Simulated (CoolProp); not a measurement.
A closed Brayton cycle with carbon dioxide: compressor inlet 328.15 K and 9.2 MPa, high pressure 25.1 MPa, turbine inlet 835 K, compressor efficiency 0.85, turbine efficiency 0.9, recuperator effectiveness 0.9 (on enthalpy, no pinch check). Each further row changes one setting.

The numbers come from the reference Helmholtz-energy equation of state, Span 1996 in CoolProp.

```csv
case,thermal efficiency (%),net work (kJ/kg),compressor to turbine work,compressor exit (K),turbine exit (K)
as stated,…,83.4,0.37,408.2,713.8
turbine inlet 785 K,31.5,74.3,0.40,408.2,668.1
compressor inlet 338.15 K,32.0,…,…,426.1,713.8
high pressure 21.3 MPa,32.1,…,0.36,394.8,…
recuperator effectiveness 0.5,21.2,83.4,0.37,408.2,713.8
```

What belongs in the gaps?


- as stated, thermal efficiency (%): 33.3
- compressor inlet 338.15 K, net work (kJ/kg): 76.3
- compressor inlet 338.15 K, compressor to turbine work: 0.43
- high pressure 21.3 MPa, net work (kJ/kg): 72.9
- high pressure 21.3 MPa, turbine exit (K): 733.1
